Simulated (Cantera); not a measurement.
Cantera run:

```python
import numpy as np
import cantera as ct

gas_names = """
    Fe FeO Fe(OH)2 H HO2 H2 H2O H2O2 O OH O2 O3
""".split()
cond_names = """
    Fe(a) Fe(c) Fe(d) Fe(L) FeO(s) FeO(L) Fe(OH)2(s) Fe(OH)3(s) Fe2O3(s) Fe3O4(s) H2O(s) H2O(L)
""".split()


# ... load() reads the species with a 1 bar reference pressure and builds the phases ...
atoms = {
    'Fe3O4': {'Fe': 3, 'O': 4},
    'H2': {'H': 2},
    'H2O': {'H': 2, 'O': 1},
}
top_T = {'Fe2O3(s)': 1830, 'Fe3O4(s)': 1870}  # K; cautious upper limits of use, not melting points


# ... equilibrate(T, P, feed) seeds the gas with the atoms and calls Mixture.equilibrate('TP', solver="vcs", rtol=1e-11, max_steps=5000) ...
results = []
feed = {'Fe3O4': 1, 'H2': 1.3, 'H2O': 0.036}  # mol
P = 100000  # Pa
for T in [1600, 1650, 1700, 1750, 1800, 1850, 1900, 1950, 2000]:
    mix = equilibrate(T, P, feed)
    results.append((T, P, feed, dict(zip(mix.species_names, mix.species_moles))))

top = {s: max(r[3][s] / sum(r[3][g] for g in gas_names) for r in results) for s in gas_names}
cols = sorted((s for s in top if top[s] > 1e-05), key=lambda s: -top[s])[:7]
seen = [c for c in cond_names if any(r[3].get(c, 0) > 1e-12 for r in results)]
print("log10 of partial pressures in bar; condensed amounts in mol")
print(f"{'T/K':>10s}" + "".join(f"{s[:9]:>10s}" for s in cols + seen))
for T, P, feed, n in results:
    ng = sum(n[g] for g in gas_names)
    print(f"{T:10.4g}" + "".join(f"{np.log10(max(n[s] / ng * P / 1e5, 1e-99)):10.3f}" for s in cols)
          + "".join(f"{n.get(c, 0):10.4g}" for c in seen))
```

It prints:

```
log10 of partial pressures in bar; condensed amounts in mol
       T/K       H2O        H2         H   Fe(OH)2        OH        Fe    FeO(s)    FeO(L)
      1600    -0.110    -0.649    -4.589    -4.530    -5.458    -6.837         3         0
      1650    -0.110    -0.649    -4.366    -4.354    -5.173    -6.429         0         3
      1700    -0.111    -0.649    -4.156    -4.211    -4.905    -6.068         0         3
      1750    -0.111    -0.649    -3.958    -4.077    -4.651    -5.729         0         3
      1800    -0.111    -0.649    -3.770    -3.951    -4.412    -5.411         0         3
      1850    -0.111    -0.649    -3.593    -3.832    -4.186    -5.110         0         3
      1900    -0.111    -0.649    -3.425    -3.720    -3.972    -4.827         0         3
      1950    -0.111    -0.649    -3.265    -3.615    -3.769    -4.559         0         3
      2000    -0.111    -0.650    -3.114    -3.515    -3.576    -4.305         0         3
```

Method: chemical equilibrium by Gibbs-energy minimisation in Cantera with the NASA 1993 tables (ideal gas, pure condensed phases). The tables' stoichiometric FeO is somewhat more stable than real wüstite, so its field is too wide. FeO: taken at fixed stoichiometry.
